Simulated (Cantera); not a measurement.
Cantera run:

```python
import numpy as np
import cantera as ct

gas_names = [...]  # 95 gases of nasa_gas.yaml made of C, F, H
cond_names = """
    C(gr) C6H6(L) C7H8(L) C8H18(L),n-octa
""".split()


# ... load() reads the species with a 1 bar reference pressure and builds the phases ...
atoms = {
    'CF4': {'C': 1, 'F': 4},
    'H2': {'H': 2},
    'F2': {'F': 2},
}
top_T = {'C(gr)': 4500}  # K; cautious upper limits of use, not melting points


# ... equilibrate(T, P, feed) seeds the gas with the atoms and calls Mixture.equilibrate('TP', solver="vcs", rtol=1e-11, max_steps=5000) ...
results = []
feed = {'CF4': 1, 'H2': 0.8, 'F2': 1.9}  # mol
P = 960  # Pa
for T in [1223, 1298, 1373, 1448, 1523, 1598, 1673, 1748, 1823, 1898, 1973, 2048, 2123]:
    mix = equilibrate(T, P, feed)
    results.append((T, P, feed, dict(zip(mix.species_names, mix.species_moles))))

top = {s: max(r[3][s] / sum(r[3][g] for g in gas_names) for r in results) for s in gas_names}
cols = sorted((s for s in top if top[s] > 1e-06), key=lambda s: -top[s])[:6]
seen = [c for c in cond_names if any(r[3].get(c, 0) > 1e-12 for r in results)]
print("log10 of partial pressures in bar; condensed amounts in mol")
print(f"{'T/K':>10s}" + "".join(f"{s[:9]:>10s}" for s in cols + seen))
for T, P, feed, n in results:
    ng = sum(n[g] for g in gas_names)
    print(f"{T:10.4g}" + "".join(f"{np.log10(max(n[s] / ng * P / 1e5, 1e-99)):10.3f}" for s in cols)
          + "".join(f"{n.get(c, 0):10.4g}" for c in seen))
```

Output:

```
log10 of partial pressures in bar; condensed amounts in mol
       T/K         F        HF       CF4        F2       CF2       CF3
      1223    -2.364    -2.493    -2.697    -4.287   -20.949   -14.829
      1298    -2.360    -2.494    -2.698    -4.688   -18.706   -13.493
      1373    -2.358    -2.494    -2.699    -5.050   -16.702   -12.300
      1448    -2.357    -2.495    -2.699    -5.377   -14.905   -11.230
      1523    -2.357    -2.495    -2.699    -5.673   -13.285   -10.265
      1598    -2.357    -2.495    -2.699    -5.942   -11.817    -9.391
      1673    -2.357    -2.495    -2.699    -6.187   -10.481    -8.595
      1748    -2.357    -2.495    -2.699    -6.412    -9.260    -7.868
      1823    -2.357    -2.495    -2.699    -6.618    -8.140    -7.201
      1898    -2.357    -2.495    -2.699    -6.808    -7.110    -6.587
      1973    -2.356    -2.495    -2.699    -6.984    -6.158    -6.021
      2048    -2.356    -2.495    -2.701    -7.147    -5.280    -5.498
      2123    -2.353    -2.498    -2.712    -7.292    -4.478    -5.024
```

Method: chemical equilibrium by Gibbs-energy minimisation in Cantera with the NASA 1993 tables (ideal gas, pure condensed phases). Gases not in the tables: C2F6 and larger saturated fluorocarbons.
